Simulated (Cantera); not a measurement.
A perfectly stirred reactor is fed with 3.82 % CH4, 2.10 % C2H6, 15.0 % O2, 56.5 % N2, 22.5 % H2O, equivalence ratio 1.00, at 490000 Pa; it is adiabatic with a 500 K inlet, and is followed from long to short residence time, starting on the burning branch (τ in s: 0.24, 0.067, 0.019, 0.0054, 0.0015, 0.00043, 0.00012, 3.5e-05, 9.8e-06).

Cantera simulation using GRI-Mech 3.0 (53 species, 325 reactions); the numbers are that mechanism's predictions, not measurements.

Question: Predict: blow-out, bracketed by the residence times tried; x(CH4) at τ = 0.240 s; x(C2H6) at τ = 0.240 s; x(O2) at τ = 0.240 s; x(N2O) at τ = 0.240 s; x(CH3) at τ = 0.240 s; x(CH4) at τ = 1.50 ms; x(C2H6) at τ = 1.50 ms; x(O2) at τ = 1.50 ms; x(N2O) at τ = 1.50 ms; x(CH3) at τ = 1.50 ms.

Answer: 
```json
{
  "blow_out_bracketed_by_the_residence_times_tried": "burning at 0.430 ms, out at 0.120 ms",
  "x(CH4) at τ = 0.240 s": "2.48e-6",
  "x(C2H6) at τ = 0.240 s": "5.35e-8",
  "x(O2) at τ = 0.240 s": "0.00169",
  "x(N2O) at τ = 0.240 s": "7.21e-8",
  "x(CH3) at τ = 0.240 s": "9.16e-7",
  "x(CH4) at τ = 1.50 ms": "6.41e-5",
  "x(C2H6) at τ = 1.50 ms": "5.00e-6",
  "x(O2) at τ = 1.50 ms": "0.00655",
  "x(N2O) at τ = 1.50 ms": "2.14e-7",
  "x(CH3) at τ = 1.50 ms": "3.03e-5"
}
```
